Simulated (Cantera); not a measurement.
An isothermal, constant-pressure homogeneous reactor starts with 3.63 % H2, 7.41 % O2, 89.0 % N2, equivalence ratio 0.24, at 1423 K and 0.270 bar.

Model: GRI-Mech 3.0 (53 species, 325 reactions), integrated in Cantera. The temperature is held fixed by assumption; the heat of reaction is taken as removed at once.

x: mole fraction; the columns are a selection and need not sum to one.

```tsv
t (s)	x H2	x O2	x N2O	x H	x H2O2
4.00e-5	0.0363	0.0741	<1e-12	2.48e-7	3.40e-10
0.000206	___	___	___	___	___
0.00106	0.00162	0.0552	7.71e-8	0.00466	2.91e-7
0.00543	0.000176	0.0566	1.60e-7	0.000145	1.14e-7
0.0279	8.03e-6	0.0569	2.32e-7	1.43e-6	1.44e-8
0.143	7.96e-7	0.0570	1.90e-7	4.67e-8	2.09e-9
0.737	___	0.0570	___	___	6.51e-10
3.79	1.92e-7	0.0570	1.61e-8	5.64e-9	5.96e-10
19.5	1.92e-7	0.0570	1.61e-8	5.64e-9	5.96e-10
100	1.92e-7	0.0570	1.61e-8	5.64e-9	5.96e-10
```

**Question.** What belongs in the gaps?

**Answer.** 
- 0.000206, x H2: 0.0118
- 0.000206, x O2: 0.0606
- 0.000206, x N2O: 1.01e-8
- 0.000206, x H: 0.0106
- 0.000206, x H2O2: 3.92e-7
- 0.737, x H2: 2.12e-7
- 0.737, x N2O: 4.23e-8
- 0.737, x H: 6.56e-9
